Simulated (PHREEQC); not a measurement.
## Buffer with buffer: an equilibrium model

Solution A (0.18 mol KH2PO4, 7.2e-05 mol Na2B4O7 and 0.0022 mol NaCl per kg of water) is mixed with solution B (0.0012 mol/kgw NaHSO4 and 0.00033 mol/kgw NaF) at 25 °C; shares are by mass of water, 1 kg in all. Oxygen alone is held at its pressure in air (log pO2 = -0.68). The system is closed to CO2. Solids allowed: Halite, Sylvite. Others were left out.

The numbers come from PHREEQC with the ion-association model, phreeqc.dat.

```json
[
 {"share of solution B": "0", "pH": "4.45", "SO4-2 (mol/kgw)": "0", "F- (mol/kgw)": "0", "HF (mol/kgw)": "0", "KSO4- (mol/kgw)": "0"},
 {"share of solution B": "0.1", "pH": "4.43", "SO4-2 (mol/kgw)": "8.91e-5", "F- (mol/kgw)": "3.17e-5", "HF (mol/kgw)": "1.23e-6", "KSO4- (mol/kgw)": "3.05e-5"},
 {"share of solution B": "0.2", "pH": "4.39", "SO4-2 (mol/kgw)": "0.000181", "F- (mol/kgw)": "6.32e-5", "HF (mol/kgw)": "2.70e-6", "KSO4- (mol/kgw)": "5.76e-5"},
 {"share of solution B": "0.3", "pH": "4.35", "SO4-2 (mol/kgw)": "0.000277", "F- (mol/kgw)": "9.44e-5", "HF (mol/kgw)": "4.56e-6", "KSO4- (mol/kgw)": "8.10e-5"},
 {"share of solution B": "0.4", "pH": "4.29", "SO4-2 (mol/kgw)": "0.000378", "F- (mol/kgw)": "0.000125", "HF (mol/kgw)": "7.10e-6", "KSO4- (mol/kgw)": "9.99e-5"},
 {"share of solution B": "0.5", "pH": "4.21", "SO4-2 (mol/kgw)": "0.000483", "F- (mol/kgw)": "0.000154", "HF (mol/kgw)": "1.08e-5", "KSO4- (mol/kgw)": "0.000113"},
 {"share of solution B": "0.6", "pH": "4.10", "SO4-2 (mol/kgw)": "0.000595", "F- (mol/kgw)": "0.000181", "HF (mol/kgw)": "1.67e-5", "KSO4- (mol/kgw)": "0.000120"},
 {"share of solution B": "0.7", "pH": "3.96", "SO4-2 (mol/kgw)": "0.000715", "F- (mol/kgw)": "0.000204", "HF (mol/kgw)": "2.66e-5", "KSO4- (mol/kgw)": "0.000118"},
 {"share of solution B": "0.8", "pH": "3.78", "SO4-2 (mol/kgw)": "0.000845", "F- (mol/kgw)": "0.000219", "HF (mol/kgw)": "4.44e-5", "KSO4- (mol/kgw)": "0.000104"},
 {"share of solution B": "0.9", "pH": "3.54", "SO4-2 (mol/kgw)": "0.000986", "F- (mol/kgw)": "0.000216", "HF (mol/kgw)": "8.09e-5", "KSO4- (mol/kgw)": "7.10e-5"},
 {"share of solution B": "1", "pH": "3.05", "SO4-2 (mol/kgw)": "0.00111", "F- (mol/kgw)": "0.000147", "HF (mol/kgw)": "0.000183", "KSO4- (mol/kgw)": "0"}
]
```

Real BF4- forms and hydrolyses slowly; the run takes it at equilibrium.
